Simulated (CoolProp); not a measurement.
Octamethylcyclotetrasiloxane (D4) along the isotherm 300.4 K: fugacity coefficient from the reference equation and from simpler models built on Tc = 586.5 K, pc = 1.347 MPa, ω = 0.598; each cubic takes its own stable root.

The numbers come from the reference Helmholtz-energy equation of state, Thol 2015 in CoolProp.

| p (MPa) | phase | reference | Soave-Redlich-Kwong | Peng-Robinson |
|---|---|---|---|---|
| 0.259 | liquid | 0.0006324 | 0.0007232 | 0.0008487 |
| 0.518 | liquid | 0.0003266 | 0.0003751 | 0.0004385 |
| 0.777 | liquid | 0.0002249 | 0.0002594 | 0.0003020 |
| 1.04 | liquid | 0.0001737 | 0.0002012 | 0.0002333 |
| 1.3 | liquid | 0.0001435 | 0.0001670 | 0.0001928 |
| 1.55 | liquid | 0.0001242 | 0.0001451 | 0.0001669 |
| 1.81 | liquid | 0.0001099 | 0.0001289 | 0.0001477 |
| 2.07 | liquid | 9.923e-5 | 0.0001169 | 0.0001334 |
| 2.33 | liquid | 9.107e-5 | 0.0001078 | 0.0001225 |
| 2.59 | liquid | 8.463e-5 | 0.0001006 | 0.0001139 |
| 2.85 | liquid | 7.944e-5 | 9.480e-5 | 0.0001069 |
| 3.11 | liquid | 7.520e-5 | 9.012e-5 | 0.0001012 |
| 3.37 | liquid | 7.168e-5 | 8.627e-5 | 9.652e-5 |
